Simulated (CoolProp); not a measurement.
Saturation properties of 1,2-dichloroethane.

Model: reference Helmholtz-energy equation of state, Thol 2015, in CoolProp.

```tsv
T (K)	p (MPa)	liquid density (kg/m³)	enthalpy of vaporisation (kJ/kg)
271.6	0.002556	…	367.4
298.8	0.01084	1244	354.3
326	…	…	340.7
353.2	0.09082	…	326.2
380.4	…	1118	310.5
407.6	0.3990	1070	…
434.9	0.7175	1018	273.1
462.1	1.195	…	250.1
489.3	…	895.5	222.6
```

Q: Complete the blanks.

A: 
- 271.6, liquid density (kg/m³): 1283
- 326, p (MPa): 0.03482
- 326, liquid density (kg/m³): 1204
- 353.2, liquid density (kg/m³): 1162
- 380.4, p (MPa): 0.2023
- 407.6, enthalpy of vaporisation (kJ/kg): 293.0
- 462.1, liquid density (kg/m³): 960.3
- 489.3, p (MPa): 1.879

It boils at 356.6 K under 1 atm.
